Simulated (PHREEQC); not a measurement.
A column of 1 m (30 cells, dispersivity 0.08 m, 300 s a shift, diffusion coefficient 3e-10 m²/s) holds 0.0079 eq of the database's cation exchanger X per kg of pore water, first in equilibrium with 35 mmol/kgw NH4Cl and 0.01 mmol/kgw HCl. It is flushed with 1.3 mmol/kgw CaCl2, 0.72 mmol/kgw KCl and 0.01 mmol/kgw HCl, at 25 °C. Values are for the last cell. No CO2 enters from the air. Nothing may precipitate in this run.

Base run: PHREEQC, ion-association model, phreeqc.dat. Each further column changes one thing. The table gives K in solution (mol/kgw).

```json
[
 {"pore volumes": "0", "base": "0", "exchange capacity from 0.0079 to 0.004 eq/kgw": "0", "dispersivity from 0.08 to 0.16 m": "0"},
 {"pore volumes": "0.95", "base": "7.46e-5", "exchange capacity from 0.0079 to 0.004 eq/kgw": "0.000183", "dispersivity from 0.08 to 0.16 m": "0.000147"},
 {"pore volumes": "2.117", "base": "0.000216", "exchange capacity from 0.0079 to 0.004 eq/kgw": "0.000879", "dispersivity from 0.08 to 0.16 m": "0.000352"},
 {"pore volumes": "3.05", "base": "0.000842", "exchange capacity from 0.0079 to 0.004 eq/kgw": "0.000739", "dispersivity from 0.08 to 0.16 m": "0.000811"},
 {"pore volumes": "3.983", "base": "0.000989", "exchange capacity from 0.0079 to 0.004 eq/kgw": "0.000722", "dispersivity from 0.08 to 0.16 m": "0.000862"},
 {"pore volumes": "4.917", "base": "0.000742", "exchange capacity from 0.0079 to 0.004 eq/kgw": "0.000720", "dispersivity from 0.08 to 0.16 m": "0.000756"},
 {"pore volumes": "6.083", "base": "0.000722", "exchange capacity from 0.0079 to 0.004 eq/kgw": "0.000720", "dispersivity from 0.08 to 0.16 m": "0.000728"},
 {"pore volumes": "7.017", "base": "0.000720", "exchange capacity from 0.0079 to 0.004 eq/kgw": "0.000720", "dispersivity from 0.08 to 0.16 m": "0.000722"}
]
```
